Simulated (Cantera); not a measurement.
What does this Cantera script print?

```python
import numpy as np
import cantera as ct

gas_names = [...]  # 87 gases of nasa_gas.yaml made of C, H, Si
cond_names = """
    C(gr) C6H6(L) C7H8(L) C8H18(L),n-octa Si(cr) Si(L) SiC(b)
""".split()


# ... load() reads the species with a 1 bar reference pressure and builds the phases ...
atoms = {
    'Si(CH3)4': {'Si': 1, 'C': 4, 'H': 12},
    'C3H8': {'C': 3, 'H': 8},
    'H2': {'H': 2},
}
top_T = {'C(gr)': 4500, 'SiC(b)': 3050}  # K; cautious upper limits of use, not melting points


# ... equilibrate(T, P, feed) seeds the gas with the atoms and calls Mixture.equilibrate('TP', solver="vcs", rtol=1e-11, max_steps=5000) ...
results = []
feed = {'Si(CH3)4': 1, 'C3H8': 0.22, 'H2': 13}  # mol
P = 2300  # Pa
for T in [1423, 1523, 1623, 1723, 1823, 1923, 2023, 2123, 2223, 2323, 2423, 2523, 2623]:
    mix = equilibrate(T, P, feed)
    results.append((T, P, feed, dict(zip(mix.species_names, mix.species_moles))))

top = {s: max(r[3][s] / sum(r[3][g] for g in gas_names) for r in results) for s in gas_names}
cols = sorted((s for s in top if top[s] > 0.001), key=lambda s: -top[s])[:5]
seen = [c for c in cond_names if any(r[3].get(c, 0) > 1e-12 for r in results)]
print("log10 of partial pressures in bar; condensed amounts in mol")
print(f"{'T/K':>10s}" + "".join(f"{s[:9]:>10s}" for s in cols + seen))
for T, P, feed, n in results:
    ng = sum(n[g] for g in gas_names)
    print(f"{T:10.4g}" + "".join(f"{np.log10(max(n[s] / ng * P / 1e5, 1e-99)):10.3f}" for s in cols)
          + "".join(f"{n.get(c, 0):10.4g}" for c in seen))
```

Result:

```
log10 of partial pressures in bar; condensed amounts in mol
       T/K        H2         H        Si C2H2,acet      SiC2     C(gr)    SiC(b)
      1423    -1.638    -5.997   -11.091    -7.103   -14.151     3.658         1
      1523    -1.638    -5.455    -9.843    -6.566   -12.517     3.658         1
      1623    -1.639    -4.980    -8.750    -6.096   -11.087     3.658         1
      1723    -1.639    -4.558    -7.785    -5.682    -9.826     3.656         1
      1823    -1.640    -4.183    -6.928    -5.315    -8.706     3.651    0.9999
      1923    -1.641    -3.847    -6.160    -4.987    -7.706     3.643    0.9992
      2023    -1.644    -3.544    -5.469    -4.693    -6.806     3.628    0.9963
      2123    -1.650    -3.270    -4.845    -4.430    -5.994     3.608    0.9841
      2223    -1.659    -3.023    -4.277    -4.196    -5.256     3.595    0.9385
      2323    -1.676    -2.801    -3.758    -3.991    -4.584     3.632    0.7806
      2423    -1.707    -2.605    -3.283    -3.818    -3.969     3.844    0.2641
      2523    -1.743    -2.427    -3.161    -3.667    -3.718     3.794         0
      2623    -1.786    -2.269    -3.179    -3.538    -3.619     3.507         0
```

Cantera equilibrium calculation (NASA polynomials, part measured and part estimated; ideal gas, pure solids and liquids). Gases not in the tables: Si2H6 and higher silanes.
